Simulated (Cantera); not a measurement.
A closed system holds: 1 mol SiH2Cl2, 0.31 mol N2O, 3.8 mol N2, equilibrated at 190 Pa.

Equilibrium computed with Cantera from the NASA thermochemical tables; the gas is ideal and each condensed phase is pure. Candidate condensed phases: H2O, NH4Cl, Si, SiO2, Si2N2O, Si3N4; 47 gas species. Mutual solubility and eutectic melting of coexisting phases are not modelled. Kinetics and transport are ignored.

Problem. Which condensed phases are stable at each of these points (T (K)): 723, 798, 873, 948, 1023, 1098, 1173, 1248, 1323, 1398, 1473?

Solution. 
```csv
T (K),condensed phases,Si condensed (%)
723,Si2N2O(s) + Si3N4(s),76.2
798,Si2N2O(s) + Si3N4(s),78.2
873,Si2N2O(s) + Si3N4(s),79.9
948,Si2N2O(s) + Si3N4(s),81.1
1023,Si2N2O(s) + Si3N4(s),82.2
1098,Si2N2O(s) + Si3N4(s),82.9
1173,Si2N2O(s) + Si3N4(s),83.1
1248,Si2N2O(s) + Si3N4(s),81.7
1323,Si2N2O(s) + Si3N4(s),76.2
1398,Si2N2O(s) + Si3N4(s),64.9
1473,Si2N2O(s),61.8
```

From 723 K to 1398 K the condensed part is Si2N2O(s) + Si3N4(s). At 1473 K the condensed part is Si2N2O(s).
